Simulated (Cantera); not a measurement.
Charge: 1 mol Ti(OiPr)₄, 0.6 mol H₂O, held at 77.0 mbar.

Equilibrium computed with Cantera from the NASA thermochemical tables; the gas is ideal and each condensed phase is pure. Candidate condensed phases: C, C₆H₆, C₇H₈, C₈H₁₈, H₂O, Ti, TiC, TiO, TiO₂, Ti₂O₃, Ti₃O₅, Ti₄O₇; 113 gas species. The feed counts by its element totals alone. TiC: taken at fixed stoichiometry. The numbers say what is thermodynamically allowed, not how fast it happens.

Question: At 1202 °C, list the 5 most abundant gas species with their mole fractions, and the condensed phases.

Answer: H₂ 0.760, CO 0.240, CH₄ 0.000129, H 4.08e-5, H₂O 2.89e-5. Condensed: C(graphite) + TiC(s).
